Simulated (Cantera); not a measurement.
**N2O furnace oxynitridation**

An isothermal, constant-pressure homogeneous reactor starts with N₂O : N₂ = 1 : 0.38 (molar parts), at 1250 K and 0.987 atm.

Model: GRI-Mech 3.0 (53 species, 325 reactions), integrated in Cantera. GRI-Mech 3.0 was tuned for natural gas; its chemistry of N2O as a main component is partial and can be far from experiment. The mechanism lacks the step 2 NO + O2 → 2 NO2, which can matter for NO2 below about 1400 K. The temperature is held fixed by assumption; the heat of reaction is taken as removed at once.

```tsv
t (s)	x N₂O	x NO	x O₂	x NO₂	x N₂	x O
0.000800	0.724	0.000105	0.000363	6.12e-8	0.276	3.64e-6
0.00168	0.722	0.000220	0.000766	2.61e-7	0.277	3.64e-6
0.00354	0.720	0.000463	0.00161	1.06e-6	0.278	3.64e-6
0.00744	0.714	0.000967	0.00337	3.93e-6	0.282	3.63e-6
0.0157	0.703	0.00201	0.00701	1.26e-5	0.288	3.61e-6
0.0329	0.680	0.00410	0.0144	3.34e-5	0.302	3.56e-6
0.0693	0.635	0.00815	0.0289	7.50e-5	0.328	3.46e-6
0.146	0.553	0.0153	0.0552	0.000149	0.376	3.27e-6
0.307	0.424	0.0261	0.0972	0.000261	0.453	2.90e-6
0.645	0.261	0.0383	0.151	0.000389	0.550	2.25e-6
1.36	0.114	0.0466	0.201	0.000480	0.639	1.34e-6
2.85	0.0289	0.0488	0.231	0.000518	0.691	4.69e-7
6.00	0.00258	0.0485	0.240	0.000603	0.708	7.53e-8
```
x: mole fraction; the columns are a selection and need not sum to one.

Equilibrium at this temperature and pressure: N₂O 2.02e-8, NO 0.000308, O₂ 0.266, NO₂ 4.63e-6, N₂ 0.734, O 3.59e-8 (gas phase only).
